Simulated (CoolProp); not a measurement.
Vapour-liquid equilibrium of toluene (1) + m-xylene (2) at 423.4 K; x and y are mole fractions of (1).

Values from CoolProp's multi-fluid Helmholtz-energy mixture model, Lemmon 2006 and Zhou 2012; pair parameters Bell 2016.

Task: Give the bubble pressure and the first vapour's composition at x = 0.35, 0.45, 0.85. Is there an azeotrope?

Result: x = 0.35: 189.0 kPa, y = 0.523; x = 0.45: 204.0 kPa, y = 0.622; x = 0.85: 258.3 kPa, y = 0.910. No azeotrope shows between x = 0.05 and 0.95.

The pair parameters rest on a limited set of measurements; away from them the model extrapolates.
